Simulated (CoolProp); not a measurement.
Model: reference Helmholtz-energy equation of state, Thol 2014, in CoolProp.

**Question.** Give the vapour pressure (bar), liquid density (kg/m³), vapour density (kg/m³), enthalpy of vaporisation (kJ/kg) of saturated chloromethane (R40) at 266.5, 275.1, 300.7 K.

**Answer.** 
```
T (K)  p (bar)  liquid density (kg/m³)  vapour density (kg/m³)  enthalpy of vaporisation (kJ/kg)
-----  -------  ----------------------  ----------------------  --------------------------------
266.5     2.04                     973                    4.91                               410
275.1     2.78                     957                    6.58                               401
300.7     6.21                     907                    14.2                               371
```
